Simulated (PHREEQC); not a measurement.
Consider water at 20 °C with 0.16 mol FeCl2 and 4 mol MgCl2 per kg of water. Closed to the air; pH follows from the charge balance.

Model: Pitzer model, pitzer.dat, run in PHREEQC.

```yaml
pH: 3.76
ionic_strength: 12.5 mol/kgw
activity_of_water: 0.551
density: 1.259 g/cm³
osmotic_coefficient: 2.654
```

```
species  molality  activity   log γ
-------  --------  --------  ------
Cl-          8.32      6.74  -0.091
Mg+2         4.00      1000   2.721
Fe+2        0.160      27.2   2.230
H+        2.41e-6  0.000175   1.860
MgOH+     2.41e-6   6.60e-6   0.437
OH-       2.32e-9  2.16e-11  -2.031
```

This is a speciation only: nothing precipitates in the calculation. In brines, pH and single-ion activities rest on the MacInnes convention.
